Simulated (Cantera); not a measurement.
Input: 1 mol SiCl4, 0.64 mol HCl, 0.66 mol H2, equilibrated at 1075 °C and 1430 Torr.

Cantera equilibrium calculation (NASA polynomials, part measured and part estimated; ideal gas, pure solids and liquids). Candidate condensed phases: Si; 19 gas species. The tables' values for SiCl3 are old estimates; treat these amounts as uncertain. Kinetics and transport are ignored.

Base state: SiCl4 0.398, HCl 0.311, H2 0.257, SiHCl3 0.0187, SiCl3 0.0126, SiCl2 0.00200, SiH2Cl2 0.000127 (mole fractions); condensed: gas only.

Q: What changes in the equilibrium state with this change: pressure from 1430 Torr to 6900 Torr?

A: 
```csv
species,before,after
SiCl4,0.398,0.407
HCl,0.311,0.304
H2,0.257,0.262
SiCl3,0.0126,0.00604
SiHCl3,0.0187,0.0199
SiCl2,0.00200,0.000451
SiH2Cl2,0.000127,0.000142
```
